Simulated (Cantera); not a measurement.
A freely propagating, adiabatic, planar premixed flame of H2 : O2 : N2 = 1 : 0.417 : 1.57 (molar parts), equivalence ratio 1.2, unburnt at 423 K and 5.00 bar; mixture-averaged transport, grid criteria slope 0.08 and curve 0.16, no radiation.

Model: the H2/O2 subset of GRI-Mech 3.0, which has no nitrogen chemistry, integrated in Cantera. The hydrogen kinetics of GRI-Mech 3.0 are dated; newer H2 mechanisms differ, most at raised pressure. Burning velocities carry a grid error of a few per cent, more on coarse grids.

Problem. Predict: laminar burning velocity; thermal thickness; peak x(H2O2); peak x(O); peak x(HO2); peak x(OH).

Solution. 
- laminar burning velocity: 447 cm/s
- thermal thickness: 0.0503 mm
- peak x(H2O2): 0.000128
- peak x(O): 0.00587
- peak x(HO2): 0.00114
- peak x(OH): 0.0139
